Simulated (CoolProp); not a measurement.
A closed Brayton cycle with carbon dioxide: compressor inlet 330.15 K and 9.9 MPa, high pressure 30 MPa, turbine inlet 900 K, compressor efficiency 0.8, turbine efficiency 0.9, recuperator effectiveness 0.9 (on enthalpy, no pinch check). Each further row changes one setting.

The numbers come from the reference Helmholtz-energy equation of state, Span 1996 in CoolProp.

```json
[
 {"case": "as stated", "thermal efficiency (%)": "…", "net work (kJ/kg)": "100", "compressor to turbine work": "0.37", "compressor exit (K)": "416.7", "turbine exit (K)": "759.9"},
 {"case": "turbine inlet 850 K", "thermal efficiency (%)": "…", "net work (kJ/kg)": "90.5", "compressor to turbine work": "0.40", "compressor exit (K)": "416.7", "turbine exit (K)": "714.7"},
 {"case": "compressor inlet 340.15 K", "thermal efficiency (%)": "…", "net work (kJ/kg)": "91.6", "compressor to turbine work": "…", "compressor exit (K)": "…", "turbine exit (K)": "759.9"},
 {"case": "high pressure 25.5 MPa", "thermal efficiency (%)": "33.9", "net work (kJ/kg)": "89.5", "compressor to turbine work": "0.35", "compressor exit (K)": "…", "turbine exit (K)": "779.7"},
 {"case": "recuperator effectiveness 0.5", "thermal efficiency (%)": "22.4", "net work (kJ/kg)": "100", "compressor to turbine work": "0.37", "compressor exit (K)": "416.7", "turbine exit (K)": "759.9"}
]
```

Problem. Fill in the missing entries.

Solution. 
- as stated, thermal efficiency (%): 34.9
- turbine inlet 850 K, thermal efficiency (%): 33.2
- compressor inlet 340.15 K, thermal efficiency (%): 33.4
- compressor inlet 340.15 K, compressor to turbine work: 0.43
- compressor inlet 340.15 K, compressor exit (K): 437.6
- high pressure 25.5 MPa, compressor exit (K): 403.5
